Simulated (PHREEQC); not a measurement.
Make-up at 35 °C: 0.01 mol/kgw NaH2PO4 and 0.0064 mol/kgw HCl. Closed to the air; pH follows from the charge balance.

The numbers come from PHREEQC with the ion-association model, phreeqc.dat.

This is a speciation only: nothing precipitates in the calculation.

Predict the pH, specific conductance, ionic strength.

pH 2.52; specific conductance 2710 µS/cm; ionic strength 0.0133 mol/kgw.

In which forms is P present?

H2PO4- 69 %, H3PO4 31 % of the P.
